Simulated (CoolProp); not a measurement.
A single-stage vapour-compression cycle with ammonia: evaporating at 206.15 K (dew point), condensing at 250.15 K (bubble point), superheat 5 K, subcooling 8 K, compressor efficiency 0.9, no pressure losses. Each further row changes one setting.

Model: reference Helmholtz-energy equation of state, Gao 2020, in CoolProp.

```tsv
case	cooling COP	pressure ratio	discharge temperature (K)	refrigerating effect (kJ/kg)	volumetric capacity (kJ/m³)
as stated	3.37	12.3	396.9	1310	174
evaporating temperature 211.15 K	4.02	8.68	373.8	1320	242
condensing temperature 245.15 K	?	?	376.0	1340	177
subcooling 13 K	?	12.3	396.9	1340	177
superheat 15 K	3.27	12.3	413.6	?	168
compressor efficiency 0.8	2.99	12.3	418.0	1310	174
```

Problem. Fill in the missing entries.

Solution. 
- condensing temperature 245.15 K, cooling COP: 3.89
- condensing temperature 245.15 K, pressure ratio: 9.71
- subcooling 13 K, cooling COP: 3.42
- superheat 15 K, refrigerating effect (kJ/kg): 1330
